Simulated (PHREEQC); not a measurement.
Consider water at 25 °C with 1.2 mol CaCl2, 0.053 mol H3BO3 and 0.24 mol NaCl per kg of water. Closed to the air; pH follows from the charge balance.

All values are PHREEQC results (Pitzer model, pitzer.dat), not measurements.

The ionic strength comes out as 3.84 mol/kgw. What activity coefficients do Na+, CaB(OH)4+, Ca+2, Cl-, B3O3(OH)4- get?

Na+ 1.1, CaB(OH)4+ 0.98, Ca+2 0.55, Cl- 0.58, B3O3(OH)4- 0.27. Single-ion values are on the MacInnes scale.

No solid was allowed to form. Species that the database lacks are ignored. In brines, pH and single-ion activities rest on the MacInnes convention.
